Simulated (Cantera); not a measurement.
Charge: 1 mol Cr, 3.8 mol N2O, at 0.0130 bar.

Method: chemical equilibrium by Gibbs-energy minimisation in Cantera with the NASA 1993 tables (ideal gas, pure condensed phases). Candidate condensed phases: Cr, CrN, Cr2N, Cr2O3; 14 gas species. Rates play no part.

### Question
Which condensed phases are stable at each of these points (T (K)): 2075, 2150, 2225, 2300, 2375, 2450, 2525, 2600?

### Answer
```
T (K)  condensed phases  Cr condensed (%)
-----  ----------------  ----------------
2075           Cr2O3(s)              99.2
2150           Cr2O3(s)              98.0
2225           Cr2O3(s)              95.2
2300           Cr2O3(s)              88.9
2375           Cr2O3(s)              74.8
2450           Cr2O3(s)              42.1
2525           gas only               0.0
2600           gas only               0.0
```

From 2075 K to 2450 K the condensed part is Cr2O3(s). From 2525 K to 2600 K nothing is condensed.
